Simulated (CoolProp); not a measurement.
Properties of n-perfluorohexane along the isotherm 98.15 °C (Tc = 174.9 °C, pc = 1.742 MPa, ω = 0.497).

Model: reference Helmholtz-energy equation of state, Gao 2022, in CoolProp.

```
p (MPa)   phase  density (kg/m³)  speed of sound (m/s)  Joule-Thomson coefficient (K/MPa)  fugacity coefficient
-------  ------  ---------------  --------------------  ---------------------------------  --------------------
0.0871      gas            9.881                 93.67                              14.13                   [?]
0.174       gas              [?]                 90.15                              15.23                0.9328
0.261       gas            32.20                 86.20                              16.63                0.8992
0.348    liquid              [?]                 302.7                            0.03806                   [?]
0.435    liquid             1435                 304.2                            0.03358                0.6817
0.522    liquid             1436                 305.7                            0.02921                0.5718
0.61     liquid             1437                 307.1                            0.02488                0.4926
0.697    liquid             1438                 308.5                            0.02070                0.4340
0.784    liquid             1439                 310.0                                [?]                   [?]
0.871    liquid              [?]                 311.4                            0.01261                0.3519
```

Q: Some entries are withheld; supply them.

A: 
- 0.0871, fugacity coefficient: 0.9664
- 0.174, density (kg/m³): 20.53
- 0.348, density (kg/m³): 1434
- 0.348, fugacity coefficient: 0.8464
- 0.784, Joule-Thomson coefficient (K/MPa): 0.01661
- 0.784, fugacity coefficient: 0.3884
- 0.871, density (kg/m³): 1440
